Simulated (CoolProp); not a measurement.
n-perfluorobutane along the isotherm 164.85 °C: density (kg/m³) from the reference equation and from simpler models built on Tc = 113.2 °C, pc = 2322 kPa, ω = 0.372; each cubic takes its own stable root.

Model: reference Helmholtz-energy equation of state, Gao 2022, in CoolProp.

```tsv
p (kPa)	phase	reference
116	gas	7.660
232	gas	15.48
348	gas	23.48
464	gas	31.66
581	gas	40.10
697	gas	48.67
813	gas	57.46
929	gas	66.48
1050	gas	76.16
1160	gas	85.19
```

Question: How far does each simpler model (ideal gas, van der Waals, Redlich-Kwong) lie from the reference over these 10 states: mean and median of the absolute difference, and the worst?

Answer: 
- ideal gas: mean 5.9 %, median 5.9 %, worst -11.0 % at 164.85 °C and 1160 kPa
- van der Waals: mean 0.5 %, median 0.5 %, worst +1.1 % at 164.85 °C and 1160 kPa
- Redlich-Kwong: mean 0.9 %, median 0.9 %, worst +1.7 % at 164.85 °C and 1160 kPa
